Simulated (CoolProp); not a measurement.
Vapour-liquid equilibrium of ethylene (1) + ethane (2) at -112.25 °C; x and y are mole fractions of (1).

The numbers come from the multi-fluid Helmholtz-energy mixture model, Smukala 2000 and Bücker 2006; pair parameters Bell 2016 in CoolProp.

| x | bubble pressure, mixture model (bar) | bubble pressure, Raoult's law (bar) | y, mixture model | y, Raoult's law |
|---|---|---|---|---|
| 0.05 | 0.2535 | 0.2472 | 0.141 | 0.121 |
| 0.125 | 0.2871 | 0.2748 | 0.297 | 0.272 |
| 0.2 | ___ | 0.3024 | 0.414 | 0.395 |
| 0.275 | 0.3460 | 0.3300 | 0.507 | 0.497 |
| 0.35 | 0.3728 | 0.3576 | 0.584 | 0.584 |
| 0.425 | 0.3988 | 0.3853 | 0.652 | 0.659 |
| 0.5 | 0.4244 | 0.4129 | 0.712 | 0.723 |
| 0.575 | 0.4497 | 0.4405 | 0.766 | 0.779 |
| 0.65 | ___ | 0.4681 | 0.816 | 0.829 |
| 0.725 | 0.5008 | 0.4958 | 0.861 | 0.873 |
| 0.8 | ___ | 0.5234 | 0.904 | 0.913 |
| 0.875 | 0.5529 | 0.5510 | 0.943 | 0.948 |
| 0.95 | 0.5793 | 0.5786 | 0.978 | 0.980 |

**Question.** What belongs in the gaps?

**Answer.** 
- 0.2, bubble pressure, mixture model (bar): 0.3176
- 0.65, bubble pressure, mixture model (bar): 0.4751
- 0.8, bubble pressure, mixture model (bar): 0.5267

The largest gap from Raoult's law is +5.0 % in bubble pressure, at x = 0.2. No azeotrope shows between x = 0.05 and 0.95.

The pair parameters rest on a limited set of measurements; away from them the model extrapolates.
